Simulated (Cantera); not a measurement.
An isothermal, constant-pressure homogeneous reactor starts with 2.67 % CH4, 95.3 % H2, 2.00 % CO2, at 2898 K and 1330 Pa.

Cantera simulation using GRI-Mech 3.0 (53 species, 325 reactions); the numbers are that mechanism's predictions, not measurements. Radical loss at walls, strong at low pressure, is not modelled.

x: mole fraction; the columns are a selection and need not sum to one.

| t (s) | x CH4 | x H2 | x CO2 | x C2H | x CO |
|---|---|---|---|---|---|
| 0.000800 | 0.00331 | 0.887 | 0.000701 | 8.06e-5 | 0.0196 |
| 0.00200 | 0.000737 | 0.876 | 5.15e-5 | 0.000119 | 0.0225 |
| 0.00500 | 0.000313 | 0.860 | 4.01e-5 | 0.000115 | 0.0274 |
| 0.0125 | 9.35e-5 | 0.832 | 1.48e-5 | 9.18e-5 | 0.0331 |
| 0.0313 | 9.54e-6 | 0.771 | 4.47e-7 | 0.000101 | 0.0345 |
| 0.0783 | 9.19e-7 | 0.660 | 4.60e-10 | 0.000170 | 0.0324 |
| 0.196 | ___ | ___ | 1.26e-10 | ___ | ___ |
| 0.490 | 6.54e-8 | 0.396 | 5.45e-11 | 0.000366 | 0.0273 |
| 1.23 | 4.86e-8 | 0.368 | 4.45e-11 | 0.000389 | 0.0267 |
| 3.06 | 4.82e-8 | 0.367 | 4.42e-11 | 0.000389 | 0.0267 |
| 7.67 | 4.82e-8 | 0.367 | 4.42e-11 | 0.000389 | 0.0267 |
| 19.2 | 4.82e-8 | 0.367 | 4.42e-11 | 0.000389 | 0.0267 |
| 48.0 | 4.82e-8 | 0.367 | 4.42e-11 | 0.000389 | 0.0267 |
| 120 | 4.82e-8 | 0.367 | 4.42e-11 | 0.000389 | 0.0267 |
| 300 | 4.82e-8 | 0.367 | 4.42e-11 | 0.000389 | 0.0267 |

Task: Fill in the missing entries.

Result: 
- 0.196, x CH4: 2.02e-7
- 0.196, x H2: 0.509
- 0.196, x C2H: 0.000277
- 0.196, x CO: 0.0295
